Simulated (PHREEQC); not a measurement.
Solution (25 °C): 0.0052 mol/kgw NiSO4 and 0.036 mol/kgw H2SO4. Closed to the air; pH follows from the charge balance.

The numbers come from PHREEQC with the ion-association model, wateq4f.dat.

Q: The ionic strength comes out as 0.0700 mol/kgw. What activity coefficients do HSO4-, H+, Ni+2, SO4-2, Ni(SO4)2-2 get?

A: HSO4- 0.80, H+ 0.84, Ni+2 0.41, SO4-2 0.42, Ni(SO4)2-2 0.41.

No solid was allowed to form. Complexes and solids missing from the database can't appear.
